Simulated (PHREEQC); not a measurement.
Consider water at 55 °C with 4e-05 mol CuSO4, 0.00055 mol HNO3 and 8.4e-06 mol Na2SO4 per kg of water. Closed to the air; pH follows from the charge balance.

The numbers come from PHREEQC with the ion-association model, wateq4f.dat.

This is a speciation only: nothing precipitates in the calculation.

Task: Estimate the pH.

Result: pH 3.28.

Task: In which forms is S present?

Result: SO4-2 91 %, HSO4- 8.7 %, CuSO4 0.7 % of the S.

Species that the database lacks are ignored. At this temperature some constants are extrapolated from 25 °C, and those without enthalpy data are left unchanged.
